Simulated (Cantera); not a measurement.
A perfectly stirred reactor is fed with CO : H₂ : CH₄ : O₂ : N₂ = 1 : 0.95 : 0.42 : 4.43 : 16.6 (molar parts), at 0.350 bar; it is adiabatic with a 400 K inlet, and is followed from long to short residence time, starting on the burning branch (τ in s: 0.25, 0.095, 0.036, 0.013, 0.0051, 0.0019, 0.00072, 0.00027, 0.0001, 3.8e-05, 1.5e-05).

Model: GRI-Mech 3.0 (53 species, 325 reactions), integrated in Cantera.

Question: Predict: blow-out, bracketed by the residence times tried; x(CO) at τ = 0.250 s; x(H₂) at τ = 0.250 s; x(CH₄) at τ = 0.250 s; x(NO) at τ = 0.250 s; x(CO) at τ = 1.90 ms; x(H₂) at τ = 1.90 ms; x(CH₄) at τ = 1.90 ms; x(HCN) at τ = 1.90 ms; x(NO) at τ = 1.90 ms.

Answer: 
- blow-out, bracketed by the residence times tried = burning at 1.90 ms, out at 0.720 ms
- x(CO) at τ = 0.250 s = 0.000471
- x(H₂) at τ = 0.250 s = 0.000107
- x(CH₄) at τ = 0.250 s = 6.18e-6
- x(NO) at τ = 0.250 s = 3.27e-6
- x(CO) at τ = 1.90 ms = 0.0132
- x(H₂) at τ = 1.90 ms = 0.00225
- x(CH₄) at τ = 1.90 ms = 0.000197
- x(HCN) at τ = 1.90 ms = 2.28e-9
- x(NO) at τ = 1.90 ms = 2.18e-6
